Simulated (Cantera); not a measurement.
What does this Cantera script print?

```python
import numpy as np
import cantera as ct

gas_names = """
    Cr CrO CrO2 CrO3 H HO2 H2 H2O H2O2 O OH O2 O3
""".split()
cond_names = """
    Cr(cr) Cr(L) Cr2O3(s) Cr2O3(L) H2O(s) H2O(L)
""".split()


def load(file, names, dense=False):
    # The tables refer to 1 bar. Condensed volumes are neglected.
    table = {s.name: s for s in ct.Species.list_from_file(file)}
    out = []
    for n in names:
        d = dict(table[n].input_data)
        d["thermo"] = dict(d["thermo"], **{"reference-pressure": 1e5})
        if dense:
            d["equation-of-state"] = {"model": "constant-volume", "density": "1e6 g/cm^3"}
        out.append(ct.Species.from_dict(d))
    return out


gas = ct.Solution(thermo="ideal-gas", species=load("nasa_gas.yaml", gas_names))
cond = {s.name: ct.Solution(thermo="fixed-stoichiometry", species=[s], name=s.name)
        for s in load("nasa_condensed.yaml", cond_names, dense=True)}
atoms = {
    'Cr': {'Cr': 1},
    'O2': {'O': 2},
    'H2': {'H': 2},
}
top_T = {}  # K; cautious upper limits of use, not melting points


def equilibrate(T, P, feed):
    n = {}
    for name, mol in feed.items():
        for a, k in atoms[name].items():
            n[a] = n.get(a, 0.0) + k * mol
    gas.TPX = T, P, n
    mass = sum(n.values()) * gas.mean_molecular_weight
    gas.equilibrate("TP")
    valid = [c for c in cond.values() if c.min_temp <= T <= top_T.get(c.name, c.max_temp)]
    mix = ct.Mixture([(gas, mass / gas.mean_molecular_weight)] + [(c, 0.0) for c in valid])
    mix.T, mix.P = T, P
    mix.equilibrate("TP", solver="vcs", rtol=1e-11, max_steps=5000)
    return mix


results = []
feed = {'Cr': 1, 'O2': 3.4, 'H2': 5.2}  # mol
T = 1923  # K
for P in [0.1, 0.6, 3.6, 22, 130, 770, 4600, 28000, 170000, 1000000]:
    mix = equilibrate(T, P, feed)
    results.append((T, P, feed, dict(zip(mix.species_names, mix.species_moles))))

top = {s: max(r[3][s] / sum(r[3][g] for g in gas_names) for r in results) for s in gas_names}
cols = sorted((s for s in top if top[s] > 0.001), key=lambda s: -top[s])[:5]
seen = [c for c in cond_names if any(r[3].get(c, 0) > 1e-12 for r in results)]
print("log10 of partial pressures in bar; condensed amounts in mol")
print(f"{'P/Pa':>10s}" + "".join(f"{s[:9]:>10s}" for s in cols + seen))
for T, P, feed, n in results:
    ng = sum(n[g] for g in gas_names)
    print(f"{P:10.4g}" + "".join(f"{np.log10(max(n[s] / ng * P / 1e5, 1e-99)):10.3f}" for s in cols)
          + "".join(f"{n.get(c, 0):10.4g}" for c in seen))
```

Output:

```
log10 of partial pressures in bar; condensed amounts in mol
      P/Pa       H2O         H        H2         O        O2  Cr2O3(s)
       0.1    -6.663    -6.504    -6.956    -6.951    -7.019         0
       0.6    -5.518    -6.096    -6.140    -6.622    -6.360    0.2126
       3.6    -4.567    -5.771    -5.491    -6.320    -5.756    0.4597
        22    -3.716    -5.494    -4.937    -6.023    -5.164    0.4926
       130    -2.917    -5.243    -4.433    -5.727    -4.572    0.4984
       770    -2.130    -5.006    -3.960    -5.414    -3.946    0.4996
      4600    -1.348    -4.783    -3.515    -5.077    -3.271    0.4999
   2.8e+04    -0.560    -4.572    -3.091    -4.713    -2.543       0.5
   1.7e+05     0.225    -4.369    -2.686    -4.333    -1.784       0.5
     1e+06     0.995    -4.174    -2.296    -3.953    -1.023       0.5
```

Cantera equilibrium calculation (NASA polynomials, part measured and part estimated; ideal gas, pure solids and liquids). Gases not in the tables: CrO2(OH)2.
